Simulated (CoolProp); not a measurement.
Vapour-liquid equilibrium of n-hexane (1) + dimethyl carbonate (2) at 1.09 MPa; x and y are mole fractions of (1).

Values from CoolProp's multi-fluid Helmholtz-energy mixture model, Thol 2019 and Zhou 2011; pair parameters Bell 2016.

| x | bubble temperature, mixture model (°C) | bubble temperature, Raoult's law (°C) | y, mixture model | y, Raoult's law |
|---|---|---|---|---|
| 0.05 | 182.6 | 187.3 | 0.126 | 0.067 |
| 0.15 | 174.9 | 185.3 | 0.295 | 0.196 |
| 0.25 | 170.3 | 183.4 | 0.400 | 0.316 |
| 0.35 | 167.4 | 181.5 | 0.476 | 0.428 |
| 0.45 | 165.6 | 179.6 | 0.538 | 0.534 |
| 0.55 | 164.5 | 177.7 | 0.597 | 0.632 |
| 0.65 | 164.0 | 175.9 | 0.658 | 0.724 |
| 0.75 | 164.2 | 174.1 | 0.728 | 0.809 |
| 0.85 | 165.4 | 172.4 | 0.815 | 0.890 |
| 0.95 | 167.9 | 170.7 | 0.928 | 0.964 |

The largest gap from Raoult's law is -14.1 K in bubble temperature, at x = 0.35. y crosses x between x = 0.65 and 0.75: the model has an azeotrope there.

The pair parameters rest on a limited set of measurements; away from them the model extrapolates.
